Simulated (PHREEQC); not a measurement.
Solution A (0.27 mmol/kgw H4SiO4) is mixed with solution B (58 mmol/kgw HF, 0.067 mmol/kgw NH4HF2 and 13 mmol/kgw (NH4)2SiF6) at 25 °C; shares are by mass of water, 1 kg in all. O2 is buffered at 0.21 atm. CO2 from the air is kept out. Only these solids could form: SiO2(a).

All values are PHREEQC results (ion-association model, wateq4f.dat), not measurements.

```json
[
 {"share of solution B": "0", "pH": "6.65", "SiF6-2 (mol/kgw)": "0", "HF (mol/kgw)": "0", "H2F2 (mol/kgw)": "0"},
 {"share of solution B": "0.1", "pH": "2.78", "SiF6-2 (mol/kgw)": "0.00152", "HF (mol/kgw)": "0.00308", "H2F2 (mol/kgw)": "2.48e-5"},
 {"share of solution B": "0.2", "pH": "2.60", "SiF6-2 (mol/kgw)": "0.00282", "HF (mol/kgw)": "0.00763", "H2F2 (mol/kgw)": "0.000152"},
 {"share of solution B": "0.35", "pH": "2.47", "SiF6-2 (mol/kgw)": "0.00473", "HF (mol/kgw)": "0.0145", "H2F2 (mol/kgw)": "0.000553"},
 {"share of solution B": "0.45", "pH": "2.41", "SiF6-2 (mol/kgw)": "0.00600", "HF (mol/kgw)": "0.0190", "H2F2 (mol/kgw)": "0.000945"},
 {"share of solution B": "0.55", "pH": "2.37", "SiF6-2 (mol/kgw)": "0.00727", "HF (mol/kgw)": "0.0233", "H2F2 (mol/kgw)": "0.00143"},
 {"share of solution B": "0.65", "pH": "2.33", "SiF6-2 (mol/kgw)": "0.00854", "HF (mol/kgw)": "0.0275", "H2F2 (mol/kgw)": "0.00199"},
 {"share of solution B": "0.8", "pH": "2.29", "SiF6-2 (mol/kgw)": "0.0105", "HF (mol/kgw)": "0.0336", "H2F2 (mol/kgw)": "0.00297"},
 {"share of solution B": "0.9", "pH": "2.26", "SiF6-2 (mol/kgw)": "0.0117", "HF (mol/kgw)": "0.0375", "H2F2 (mol/kgw)": "0.00371"},
 {"share of solution B": "1", "pH": "2.24", "SiF6-2 (mol/kgw)": "0.0130", "HF (mol/kgw)": "0.0414", "H2F2 (mol/kgw)": "0.00450"}
]
```

Complexes and solids missing from the database can't appear. wateq4f.dat counts part of the HF as a dimer, H2F2, which phreeqc.dat doesn't know; its constant is uncertain. SiF6-2 is the database's only silicon fluoride.
